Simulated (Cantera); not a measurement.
Input: 1 mol Zr, 1.8 mol H₂O, 110 mol H₂, at 1.33 mbar.

Equilibrium computed with Cantera from the NASA thermochemical tables; the gas is ideal and each condensed phase is pure. Candidate condensed phases: H₂O, Zr, ZrO₂; 12 gas species. The numbers say what is thermodynamically allowed, not how fast it happens.

Question: At 2075 °C, list the 5 most abundant gas species with their mole fractions, and the condensed phases.

Answer: H₂ 0.713, H 0.286, ZrO 0.00157, H₂O 5.70e-5, ZrO₂ 2.42e-5. Condensed: ZrO₂(tetragonal).
